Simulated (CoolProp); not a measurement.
Properties of n-decane along the isotherm 346.85 °C (Tc = 344.5 °C, pc = 2.101 MPa, ω = 0.488).

Computed with CoolProp (reference Helmholtz-energy equation of state, Lemmon 2006). It is a short technical equation, of lower accuracy than the large ones.

```json
[
 {"p (MPa)": "0.0166", "phase": "gas", "density (kg/m³)": "0.4594", "cp (kJ/(kg K))": "2.915", "cv (kJ/(kg K))": "2.856", "isothermal compressibility (1/MPa)": "60.41", "viscosity (µPa s)": "10.7"},
 {"p (MPa)": "0.0378", "phase": "gas", "density (kg/m³)": "1.050", "cp (kJ/(kg K))": "2.917", "cv (kJ/(kg K))": "2.857", "isothermal compressibility (1/MPa)": "26.62", "viscosity (µPa s)": "10.7"},
 {"p (MPa)": "0.086", "phase": "gas", "density (kg/m³)": "2.409", "cp (kJ/(kg K))": "2.923", "cv (kJ/(kg K))": "2.859", "isothermal compressibility (1/MPa)": "11.80", "viscosity (µPa s)": "10.7"},
 {"p (MPa)": "0.196", "phase": "gas", "density (kg/m³)": "5.597", "cp (kJ/(kg K))": "2.935", "cv (kJ/(kg K))": "2.865", "isothermal compressibility (1/MPa)": "5.283", "viscosity (µPa s)": "10.7"},
 {"p (MPa)": "0.446", "phase": "gas", "density (kg/m³)": "13.36", "cp (kJ/(kg K))": "2.970", "cv (kJ/(kg K))": "2.878", "isothermal compressibility (1/MPa)": "2.445", "viscosity (µPa s)": "10.7"},
 {"p (MPa)": "1.01", "phase": "gas", "density (kg/m³)": "34.63", "cp (kJ/(kg K))": "3.097", "cv (kJ/(kg K))": "2.915", "isothermal compressibility (1/MPa)": "1.275", "viscosity (µPa s)": "11.2"},
 {"p (MPa)": "2.31", "phase": "supercritical", "density (kg/m³)": "325.9", "cp (kJ/(kg K))": "5.383", "cv (kJ/(kg K))": "3.042", "isothermal compressibility (1/MPa)": "0.5750", "viscosity (µPa s)": "44.8"},
 {"p (MPa)": "5.25", "phase": "supercritical", "density (kg/m³)": "430.6", "cp (kJ/(kg K))": "3.510", "cv (kJ/(kg K))": "2.974", "isothermal compressibility (1/MPa)": "0.03272", "viscosity (µPa s)": "71.9"}
]
```

The peak of cp marks the crossing from liquid-like to gas-like fluid above the critical point.

Viscosity comes from a separate model (Huber 2004).
